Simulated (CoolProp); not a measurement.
A Linde-Hampson liquefier for CF4 (R14): isothermal reversible compression at 320 K from 1 atm to 5 MPa, throttling to 1 atm, return gas leaving the recuperator 0 K below the feed. Each further row changes one setting.

The numbers come from the reference Helmholtz-energy equation of state, Platzer 1990 in CoolProp. This equation is an older, rougher fit; its heat capacities, sound speeds and derivatives of the liquid may be far off and weren't checked against measurements.

```
case                        liquid yield per pass  compression work (kJ/kg of gas)
--------------------------  ---------------------  -------------------------------
as stated                                   0.072                              114
high pressure 10 MPa                        0.145                              131
warm-end temperature 350 K                  0.054                              126
warm-end gap 5 K                            0.058                              114
```
